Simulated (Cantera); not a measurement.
An adiabatic, constant-volume homogeneous reactor starts with 20.3 % CO, 9.00 % H2, 5.90 % O2, 64.8 % N2, equivalence ratio 2.5, at 1775 K and 20.0 bar.

Model: GRI-Mech 3.0 (53 species, 325 reactions), integrated in Cantera. The hydrogen kinetics of GRI-Mech 3.0 are dated; newer H2 mechanisms differ, most at raised pressure. The pressure lies above the range GRI-Mech 3.0 was tuned for (to about 10 atm).

**Question.** Predict: time of steepest temperature rise; temperature at 0.200 s; equilibrium temperature; x(CO) at 0.200 s; x(H2) at 0.200 s; x(O2) at 0.200 s; x(H2O2) at 0.200 s; x(NO2) at 0.200 s.

**Answer.** 
```json
{
 "time_of_steepest_temperature_rise": "0.877 µs",
 "temperature at 0.200 s": "2783 K",
 "equilibrium_temperature": "2783 K",
 "x(CO) at 0.200 s": "0.159 (gas-phase equilibrium 0.159)",
 "x(H2) at 0.200 s": "0.0271 (gas-phase equilibrium 0.0271)",
 "x(O2) at 0.200 s": "8.57e-5 (gas-phase equilibrium 8.57e-5)",
 "x(H2O2) at 0.200 s": "4.08e-8 (gas-phase equilibrium 4.08e-8)",
 "x(NO2) at 0.200 s": "5.09e-8 (gas-phase equilibrium 5.09e-8)"
}
```
